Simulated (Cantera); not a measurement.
A perfectly stirred reactor is fed with CH₄ : CO₂ = 1 : 0.41 (molar parts), at 0.493 atm; it is held at 2223 K, and followed from long to short residence time.

Computed with Cantera and GRI-Mech 3.0 (53 species, 325 reactions). GRI-Mech 3.0 stops at C3 and has no aromatics, soot or wall deposition, so with more carbon than oxygen in the feed, carbon stays in small species such as C2H2 where larger ones or solid carbon would form.

x: mole fraction; the columns are a selection and need not sum to one.

```
τ (s)      x CH₄     x CO₂  x O   x H₂      x H
-------  -------  --------  ---  -----  -------
1.0      0.00116   5.56e-5    ?  0.597  0.00697
0.27     0.00220  0.000206    ?  0.595  0.00683
0.071    0.00442  0.000770    ?  0.590  0.00653
0.018    0.00924   0.00281    ?  0.573  0.00598
0.0048    0.0190   0.00876    ?  0.537  0.00523
0.0013    0.0397    0.0255    ?  0.487  0.00437
0.00033   0.0911    0.0743    ?  0.441  0.00351
```

Question: Fill in the missing entries.

Answer: 
- 1.0, x O: 2.83e-9
- 0.27, x O: 9.94e-9
- 0.071, x O: 3.33e-8
- 0.018, x O: 9.60e-8
- 0.0048, x O: 1.91e-7
- 0.0013, x O: 2.51e-7
- 0.00033, x O: 2.11e-7
